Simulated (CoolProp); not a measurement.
100 sccm (0 °C, 1 atm) of nitrogen bubbles through liquid tetrahydrofuran at 277.8 K and leaves saturated at a total pressure of 0.129 MPa (ideal gas phase). Each further row changes one setting.

Values from CoolProp's reference Helmholtz-energy equation of state, Fiedler 2023.

```
case                      vapour pressure (kPa)  mole fraction of vapour  delivery (mg/min)  delivery (sccm)  change of delivery for a bath 1 K warmer (%)
------------------------  ---------------------  -----------------------  -----------------  ---------------  --------------------------------------------
as stated                                  8.19                   0.0635               21.8              [?]                                           [?]
bath temperature 282.8 K                    [?]                   0.0818               28.7              [?]                                           [?]
total pressure 0.258 MPa                   8.19                   0.0317                [?]              [?]                                           5.5
```

What belongs in the gaps?


- as stated, delivery (sccm): 6.78
- as stated, change of delivery for a bath 1 K warmer (%): 5.7
- bath temperature 282.8 K, vapour pressure (kPa): 10.6
- bath temperature 282.8 K, delivery (sccm): 8.91
- bath temperature 282.8 K, change of delivery for a bath 1 K warmer (%): 5.6
- total pressure 0.258 MPa, delivery (mg/min): 10.5
- total pressure 0.258 MPa, delivery (sccm): 3.28
